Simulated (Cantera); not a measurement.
Feed: 1 mol Cr₂O₃, 2.9 mol H₂, 0.56 mol N₂, at 1100 K and 110 Pa.

Cantera equilibrium calculation (NASA polynomials, part measured and part estimated; ideal gas, pure solids and liquids). Candidate condensed phases: Cr, CrN, Cr₂N, Cr₂O₃, H₂O; 29 gas species. The numbers say what is thermodynamically allowed, not how fast it happens.

Q: What is the equilibrium state?

A: 
| Quantity | Result |
|---|---|
| x(H₂) | 0.838 |
| x(N₂) | 0.162 |
| x(H₂O) | 3.33e-5 |
| n(Cr₂O₃(s)) | 1.000 mol |
| gas amount | 3.460 mol |
| log10 activity of Cr(s) (absent) | -0.13 |
